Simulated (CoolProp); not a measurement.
Saturation properties of hydrogen chloride.

The numbers come from the reference Helmholtz-energy equation of state, Thol 2018 in CoolProp.

```tsv
T (K)	p (MPa)	vapour density (kg/m³)	liquid cp (kJ/(kg K))
220.5	0.4741	10.28	1.705
227.9	0.6319	13.51	1.726
235.3	0.8264	17.48	1.752
242.6	1.059	22.26	1.784
250	1.341	28.13	1.824
257.3	1.671	35.13	1.873
264.7	2.063	43.69	1.936
272.1	2.519	54.07	2.019
279.4	3.038	66.55	2.128
286.8	3.641	82.14	2.282
294.2	4.331	101.8	2.513
301.5	5.104	126.9	2.888
308.9	5.993	161.7	3.636
316.3	7.002	214.9	5.777
```

It boils at 188.2 K under 1 atm.
